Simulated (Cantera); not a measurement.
An isothermal, constant-pressure homogeneous reactor starts with CH4 : H2 : N2 = 0.047 : 1 : 0.00056 (molar parts), at 2025 K and 0.0227 atm.

Model: GRI-Mech 3.0 (53 species, 325 reactions), integrated in Cantera. GRI-Mech 3.0 stops at C3 and has no aromatics, soot or wall deposition, so with more carbon than oxygen in the feed, carbon stays in small species such as C2H2 where larger ones or solid carbon would form. Radical loss at walls, strong at low pressure, is not modelled.

x: mole fraction; the columns are a selection and need not sum to one.

```tsv
t (s)	x CH4	x H2	x C2H2	x H	x C2H
7.00e-5	0.0448	0.955	1.74e-10	8.87e-5	<1e-12
0.000449	0.0443	0.954	4.75e-7	0.000570	5.76e-12
0.00288	0.0400	0.952	0.000697	0.00345	?
0.0185	0.0135	0.963	0.0139	0.00702	?
0.118	0.00113	0.967	0.0207	0.0103	?
0.759	9.65e-5	0.966	0.0213	0.0125	5.57e-6
4.86	4.19e-5	0.966	0.0213	0.0126	5.63e-6
31.2	4.18e-5	0.966	0.0213	0.0126	5.63e-6
200	4.18e-5	0.966	0.0213	0.0126	5.63e-6
```

Q: Fill in the missing entries.

A: 
- 0.00288, x C2H: 5.14e-8
- 0.0185, x C2H: 2.06e-6
- 0.118, x C2H: 4.49e-6
